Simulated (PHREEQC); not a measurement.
Solution (50 °C): 1.9 mol MgSO4 and 0.0018 mol H4SiO4 per kg of water. Closed to the air; pH follows from the charge balance.

All values are PHREEQC results (Pitzer model, pitzer.dat), not measurements.

Each row changes one thing in this solution. Precipitation was switched off in this run.

```json
[
 {"case": "as made", "pH": "5.79", "ionic strength (mol/kgw)": "7.60"},
 {"case": "temperature from 50 to 40 °C", "pH": "5.82", "ionic strength (mol/kgw)": "7.60"},
 {"case": "MgSO4 from 1.9 to 0.95 mol/kgw", "pH": "…", "ionic strength (mol/kgw)": "3.80"},
 {"case": "MgSO4 from 1.9 to 0.19 mol/kgw", "pH": "…", "ionic strength (mol/kgw)": "0.760"},
 {"case": "MgSO4 left out", "pH": "6.11", "ionic strength (mol/kgw)": "7.84e-7"},
 {"case": "H4SiO4 left out", "pH": "5.95", "ionic strength (mol/kgw)": "7.60"},
 {"case": "H4SiO4 from 0.0018 to 0.0009 mol/kgw", "pH": "5.85", "ionic strength (mol/kgw)": "7.60"},
 {"case": "0.021 mol/kgw H2SO4 added", "pH": "2.17", "ionic strength (mol/kgw)": "7.60"},
 {"case": "H4SiO4 from 0.0018 to 0.00036 mol/kgw", "pH": "…", "ionic strength (mol/kgw)": "7.60"}
]
```

Problem. Some entries are withheld; supply them.

Solution. 
- MgSO4 from 1.9 to 0.95 mol/kgw, pH: 6.06
- MgSO4 from 1.9 to 0.19 mol/kgw, pH: 6.26
- H4SiO4 from 0.0018 to 0.00036 mol/kgw, pH: 5.91

Some of these states are supersaturated (in SiO2(a), for instance). In brines, pH and single-ion activities rest on the MacInnes convention. Constants without temperature data keep their 25 °C values here.
